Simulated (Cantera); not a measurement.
**SiH4 + CH4 + H2 (silicon carbide growth)**

Feed: 1 mol SiH4, 0.97 mol CH4, 5.4 mol H2, at 1623 K and 750 Torr.

These are equilibrium values from Cantera (NASA tables, ideal gas, pure condensed phases), not measurements of a reactor. Candidate condensed phases: C, C6H6, C7H8, C8H18, Si, SiC; 87 gas species. Mutual solubility and eutectic melting of coexisting phases are not modelled. Kinetics and transport are ignored.

The x(H2) comes out as 1.000 and the x(H) is 6.91e-5. The x(CH4) is 1.68e-5 and the x(SiH2) is 6.47e-6. The x(SiH4) comes out as 1.18e-6 and the n(Si(s)) is 0.0301 mol. The n(SiC(s)) comes out as 0.970 mol, the gas amount is 9.340 mol and the log10 activity of C(graphite) (absent) is -1.94.
